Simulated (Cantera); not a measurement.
Charge: 1 mol CuO, 68 mol H2, 10 mol N2, equilibrated at 0.100 bar.

Method: chemical equilibrium by Gibbs-energy minimisation in Cantera with the NASA 1993 tables (ideal gas, pure condensed phases). Candidate condensed phases: Cu, CuO, Cu(OH)2, Cu2O, H2O; 27 gas species. Rates play no part.

Question: At 1448 K, list the 5 most abundant gas species with their mole fractions, and the condensed phases.

Answer: H2 0.859, N2 0.128, H2O 0.0128, Cu 3.32e-5, H 2.70e-5. Condensed: Cu(l).
